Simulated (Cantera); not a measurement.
An isothermal, constant-pressure homogeneous reactor starts with NO : N2 = 1 : 13 (molar parts), at 1723 K and 1.70 bar.

Model: GRI-Mech 3.0 (53 species, 325 reactions), integrated in Cantera.

Q: Predict: x(NO) at 10.0 s; x(O2) at 10.0 s; x(NO2) at 10.0 s; x(N2O) at 10.0 s; x(O) at 10.0 s.

A: 
* **x(NO) at 10.0 s**: 0.0544 (gas-phase equilibrium 0.00143)
* **x(O2) at 10.0 s**: 0.00845 (gas-phase equilibrium 0.0350)
* **x(NO2) at 10.0 s**: 4.34e-5 (gas-phase equilibrium 2.26e-6)
* **x(N2O) at 10.0 s**: 1.28e-6 (gas-phase equilibrium 1.20e-7)
* **x(O) at 10.0 s**: 4.18e-6 (gas-phase equilibrium 8.21e-6)
